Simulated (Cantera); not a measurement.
Feed: 1 mol Ta2O5, 0.47 mol C, 0.014 mol CO, at 1798 K and 41.0 Pa.

Equilibrium computed with Cantera from the NASA thermochemical tables; the gas is ideal and each condensed phase is pure. Candidate condensed phases: C, Ta, TaC, Ta2O5; 15 gas species. Mutual solubility and eutectic melting of coexisting phases are not modelled. TaC: taken at fixed stoichiometry. Condensed phases not in the tables: Ta2C. The numbers say what is thermodynamically allowed, not how fast it happens.

Base state: CO 1.000, CO2 0.000220, TaO2 4.56e-5 (mole fractions); condensed: TaC(s) + Ta2O5(s).

Problem. What changes in the equilibrium state with this change: pressure from 41.0 Pa to 4.20 bar?

Solution. 
```tsv
species	before	after
CO	1.000	0.997
CO2	0.000220	0.00306
TaO2	4.56e-5	1.19e-9
TaC(s), mol	0.134	0.135
Ta2O5(s), mol	0.933	0.933
```

Problem. What changes in the equilibrium state with this change: Ta2O5 replaced by PbO?

Solution. 
| species | before | after |
|---|---|---|
| Pb | 0 | 0.624 |
| CO2 | 0.000220 | 0.292 |
| PbO | 0 | 0.0440 |
| CO | 1.000 | 0.0312 |
| TaO2 | 4.56e-5 | 0 |
| O2 | <1e-9 | 0.00868 |
| O | 1.29e-8 | 0.000549 |
| TaC(s), mol | 0.134 | 0 |
| Ta2O5(s), mol | 0.933 | 0 |
Further candidate phases: Pb, PbO, PbO2, Pb3O4.
